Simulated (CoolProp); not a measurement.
Model: reference Helmholtz-energy equation of state, Lemmon 2016, in CoolProp.

**Question.** Give the vapour pressure (MPa), vapour Z, liquid conductivity (mW/(m K)) of saturated R227EA at 267, 278.6, 325.1 K.

**Answer.** 
| T (K) | p (MPa) | vapour Z | liquid conductivity (mW/(m K)) |
|---|---|---|---|
| 267 | 0.154 | 0.934 | 67.7 |
| 278.6 | 0.238 | 0.911 | 64.7 |
| 325.1 | 0.963 | 0.765 | 52.5 |

Thermal conductivity comes from a separate model (Huber 2003), an estimate that may be off by 10 % or more.
